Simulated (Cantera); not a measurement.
An isothermal, constant-pressure homogeneous reactor starts with H₂ : O₂ : N₂ = 0.088 : 1 : 3.3 (molar parts), at 1450 K and 0.00230 bar.

Cantera simulation using GRI-Mech 3.0 (53 species, 325 reactions); the numbers are that mechanism's predictions, not measurements. Radical loss at walls, strong at low pressure, is not modelled.

x: mole fraction; the columns are a selection and need not sum to one.

| t (s) | x H₂ | x O₂ | x N₂O | x H | x HO₂ | x H₂O |
|---|---|---|---|---|---|---|
| 4.00e-5 | 0.0201 | 0.228 | <1e-12 | 1.37e-9 | 1.44e-9 | 1.32e-12 |
| 0.000102 | 0.0201 | 0.228 | <1e-12 | 3.29e-9 | 3.67e-9 | 2.08e-11 |
| 0.000261 | 0.0201 | 0.228 | <1e-12 | 7.38e-9 | 9.37e-9 | 3.09e-10 |
| 0.000666 | 0.0201 | 0.228 | <1e-12 | 1.61e-8 | 2.39e-8 | 4.13e-9 |
| 0.00170 | 0.0201 | 0.228 | <1e-12 | 4.86e-8 | 6.09e-8 | 5.24e-8 |
| 0.00434 | 0.0201 | 0.228 | <1e-12 | [?] | [?] | [?] |
| 0.0111 | 0.0196 | 0.228 | 2.64e-12 | 0.000103 | 2.89e-7 | 0.000280 |
| 0.0283 | [?] | 0.212 | 5.93e-10 | 0.00321 | 7.37e-8 | 0.0166 |
| 0.0722 | 0.000506 | 0.212 | 1.47e-9 | 0.00312 | 7.24e-8 | 0.0168 |
| 0.184 | 0.000502 | 0.212 | 1.61e-9 | 0.00307 | 7.23e-8 | 0.0168 |
| 0.471 | 0.000491 | 0.212 | 1.62e-9 | 0.00296 | 7.19e-8 | 0.0169 |
| 1.20 | 0.000465 | 0.212 | 1.66e-9 | 0.00270 | 7.08e-8 | 0.0171 |
| 3.07 | 0.000406 | 0.213 | 1.75e-9 | 0.00215 | 6.80e-8 | 0.0175 |
| 7.83 | 0.000291 | 0.215 | 2.00e-9 | 0.00125 | 6.09e-8 | 0.0183 |
| 20.0 | 0.000141 | 0.218 | 2.55e-9 | 0.000406 | 4.53e-8 | 0.0192 |

### Question
Complete the blanks.

### Answer

- 0.00434, x H: 4.63e-7
- 0.00434, x HO₂: 1.54e-7
- 0.00434, x H₂O: 1.08e-6
- 0.0283, x H₂: 0.000568
